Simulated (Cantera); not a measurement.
Feed: 1 mol CaCl2, 0.045 mol HCl, a varied amount of H2, held at 6.10e-5 bar.

Cantera equilibrium calculation (NASA polynomials, part measured and part estimated; ideal gas, pure solids and liquids). Candidate condensed phases: Ca, CaCl2; 9 gas species. Kinetics and transport are ignored.

Stable condensed phases, one row left out:

```
T in K \ n(H2) in mol
          43  77 110 150 180 210 250
   1175    A   A   A   A   A   A   A
   1125    B   A   A   A   A   A   A
   1075    B   B   B   B   B   B   A
    975    B   B   B   B   B   B   B
    925    B   B   B   B   B   B   B
    875    B   B   B   B   B   B   B
    825    B   B   B   B   B   B   B
    775    B   B   B   B   B   B   B
    725    B   B   B   B   B   B   B
    675    B   B   B   B   B   B   B
```

A: gas only; B: CaCl2.

Give the row for 1025 K.

43: CaCl2; 77: CaCl2; 110: CaCl2; 150: CaCl2; 180: CaCl2; 210: CaCl2; 250: CaCl2.
